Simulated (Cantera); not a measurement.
What does this Cantera script print?

```python
import numpy as np
import cantera as ct

gas = ct.Solution("gri30.yaml")
gas.TPX = 425, 120000, {'CH3OH': 1, 'O2': 2.42, 'N2': 9.1}
inlet = ct.Reservoir(gas, clone=True)
gas.equilibrate("HP")  # start burning
reactor = ct.IdealGasConstPressureReactor(gas, energy="on", clone=False)
exhaust = ct.Reservoir(gas, clone=True)
tau = [0.21, 0.08, 0.031, 0.012, 0.0046, 0.0018, 0.00069, 0.00026, 0.0001, 3.9e-05, 1.5e-05, 5.9e-06][0]
for a, b in ((inlet, reactor), (reactor, exhaust)):
    ct.MassFlowController(a, b, mdot=lambda t: reactor.mass / tau)
net = ct.ReactorNet([reactor])
show = ['CH3OH', 'O2', 'CH2', 'NO', 'NO2', 'C2H']

rows = []
print(f"{'tau/s':>10s}{'T/K':>9s}" + "".join(f"{s:>11s}" for s in show))
for tau in [0.21, 0.08, 0.031, 0.012, 0.0046, 0.0018, 0.00069, 0.00026, 0.0001, 3.9e-05, 1.5e-05, 5.9e-06]:
    net.initial_time = 0.0
    net.advance(30 * tau)
    before = gas.X
    net.advance(40 * tau)
    drift = np.max(np.abs(gas.X - before) / (gas.X + 1e-9))
    rows.append([gas.T, *gas[show].X, drift])
    print(f"{tau:10.3e}{gas.T:9.1f}" + "".join(f"{x:11.3e}" for x in gas[show].X))
```

Output:

```
     tau/s      T/K      CH3OH         O2        CH2         NO        NO2        C2H
 2.100e-01   1843.5  1.665e-06  7.045e-02  7.608e-10  3.818e-05  6.443e-08  1.652e-16
 8.000e-02   1839.7  3.345e-06  7.048e-02  1.494e-09  2.627e-05  4.693e-08  3.623e-16
 3.100e-02   1833.2  6.356e-06  7.055e-02  2.935e-09  1.972e-05  3.534e-08  7.759e-16
 1.200e-02   1822.2  1.183e-05  7.076e-02  6.507e-09  1.474e-05  2.475e-08  2.134e-15
 4.600e-03   1804.1  2.209e-05  7.123e-02  1.771e-08  1.043e-05  1.568e-08  8.595e-15
 1.800e-03   1775.7  4.172e-05  7.218e-02  5.415e-08  7.173e-06  9.699e-09  4.348e-14
 6.900e-04   1730.7  8.682e-05  7.420e-02  1.716e-07  4.631e-06  6.130e-09  2.466e-13
 2.600e-04   1650.8  2.464e-04  7.949e-02  4.917e-07  1.919e-06  3.733e-09  1.298e-12
 1.000e-04    425.0  7.987e-02  1.933e-01 -2.694e-33  4.344e-23  1.990e-22  2.025e-55
 3.900e-05    425.0  7.987e-02  1.933e-01 -1.533e-35  1.004e-24  4.597e-24  2.460e-59
 1.500e-05    425.0  7.987e-02  1.933e-01  4.257e-37  6.340e-26  2.904e-25 -2.239e-63
 5.900e-06    425.0  7.987e-02  1.933e-01  2.891e-37  4.005e-27  1.834e-26 -7.079e-68
```

Model: GRI-Mech 3.0 (53 species, 325 reactions), integrated in Cantera. GRI-Mech 3.0 was tuned for natural gas; its chemistry of methanol as a main component is partial and can be far from experiment.
